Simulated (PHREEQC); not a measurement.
A made-up water analysis in mg/kgw, 20 °C, pH 6.71, pe 2.3: Na 10.8; K 1.9; Ca 14.2; Mg 3.16; Cl 18.2; S(6) as SO4 16.2; Alkalinity as HCO3 36.2; Br 0.0798; Si as SiO2 1.12; Li 0.00592; B 0.0144.

Valence states are taken as typed.

All values are PHREEQC results (ion-association model, phreeqc.dat), not measurements.

No solid was allowed to form.

Task: Predict the specific conductance.

Result: specific conductance 145 µS/cm.

Task: In which forms is Ca present?

Result: Ca+2 98 %, CaSO4 1.8 %, CaHCO3+ 0.6 % of the Ca.
